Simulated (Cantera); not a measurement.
Mixture: 2.93 % C3H8, 13.3 % O2, 83.7 % N2, equivalence ratio 1.1, at 550000 Pa, adiabatic and at constant volume. Ignition delay is the time to a rise of 400 K.

Detailed kinetics in Cantera: GRI-Mech 3.0 (53 species, 325 reactions). GRI-Mech 3.0 was tuned for natural gas; its chemistry of propane as a main component is partial and can be far from experiment.

Task: Predict: delay at 1150 K; delay at 1350 K; delay at 1550 K; delay at 1750 K; delay at 1950 K; apparent activation energy between 1850 and 2050 K.

Result: 
| Property | Value |
|---|---|
| delay at 1150 K | 9.05 ms |
| delay at 1350 K | 0.246 ms |
| delay at 1550 K | 21.7 µs |
| delay at 1750 K | 5.04 µs |
| delay at 1950 K | 2.11 µs |
| apparent activation energy between 1850 and 2050 K | 110 kJ/mol |
